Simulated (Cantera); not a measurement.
Feed: 1 mol V, 0.53 mol NH3, 20 mol H2, equilibrated at 2125 K and 0.00133 bar.

Equilibrium computed with Cantera from the NASA thermochemical tables; the gas is ideal and each condensed phase is pure. Candidate condensed phases: V, VN; 11 gas species. Condensed phases not in the tables: V2N, N, O or C dissolved in the metal. Rates play no part.

Base state: H2 0.884, H 0.0935, N2 0.0119, V 0.0102 (mole fractions); condensed: V(s).

Q: What changes in the equilibrium state with this change: pressure from 0.00133 bar to 4.80e-6 bar?

A: 
```json
[
 {"species": "H", "before": "0.0935", "after": "0.756"},
 {"species": "H2", "before": "0.884", "after": "0.208"},
 {"species": "V", "before": "0.0102", "after": "0.0282"},
 {"species": "N2", "before": "0.0119", "after": "0.00747"},
 {"species": "V(s), mol", "before": "0.772", "after": "0"}
]
```

Q: What changes in the equilibrium state with this change: V replaced by Cr?

A: 
```json
[
 {"species": "H2", "before": "0.884", "after": "0.853"},
 {"species": "H", "before": "0.0935", "after": "0.0919"},
 {"species": "Cr", "before": "0", "after": "0.0432"},
 {"species": "V", "before": "0.0102", "after": "0"},
 {"species": "N2", "before": "0.0119", "after": "0.0115"},
 {"species": "V(s), mol", "before": "0.772", "after": "0"}
]
```
Further candidate phases: Cr, CrN, Cr2N.

Q: What changes in the equilibrium state with this change: pressure from 0.00133 bar to 0.0133 bar?

A: 
```csv
species,before,after
H2,0.884,0.956
H,0.0935,0.0307
N2,0.0119,0.0124
V,0.0102,0.00102
"V(s), mol",0.772,0.978
```
